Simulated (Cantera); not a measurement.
Equilibrium for silicon carbide growth: (CH3)2SiCl2 + C2H2 + H2

Feed: 1 mol (CH3)2SiCl2, 0.11 mol C2H2, 14 mol H2, held at 775 °C.

These are equilibrium values from Cantera (NASA tables, ideal gas, pure condensed phases), not measurements of a reactor. Candidate condensed phases: C, C6H6, C7H8, C8H18, Si, SiC; 109 gas species. The feed counts by its element totals alone. The tables' values for SiCl3 are old estimates; treat these amounts as uncertain. Rates play no part.

| P (Pa) | log p H2 | log p HCl | log p CH4 | log p SiCl4 | log p SiHCl3 | log p SiCl3 | log p SiH2Cl2 | log p SiCl2 | n C(graphite) | n SiC(s) |
|---|---|---|---|---|---|---|---|---|---|---|
| 100 | -3.05 | -3.96 | -7.34 | -6.97 | -8.06 | -8.03 | -10.08 | -7.83 | 1.22 | 0.997 |
| 400 | -2.45 | -3.36 | -6.13 | -5.79 | -6.87 | -7.15 | -8.89 | -7.24 | 1.23 | 0.991 |
| 1600 | -1.85 | -2.78 | -4.92 | -4.65 | -5.71 | -6.29 | -7.72 | -6.67 | 1.23 | 0.972 |
| 6300 | -1.25 | -2.22 | -3.73 | -3.63 | -4.65 | -5.53 | -6.61 | -6.16 | 1.24 | 0.926 |
| 25000 | -0.65 | -1.70 | -2.53 | -2.73 | -3.67 | -4.85 | -5.56 | -5.71 | 1.16 | 0.852 |
| 100000 | -0.06 | -1.20 | -1.35 | -1.92 | -2.77 | -4.24 | -4.56 | -5.30 | 0.688 | 0.763 |
log p: log10 of the partial pressure in bar; n: condensed amount in mol.

From 0.00100 bar to 1.00 bar the condensed part is C(graphite) + SiC(s). The main Si-bearing gas is SiCl4 throughout. The share of Si in condensed phases is highest at 0.00100 bar (99.7 %) and lowest at 1.00 bar (76.3 %).
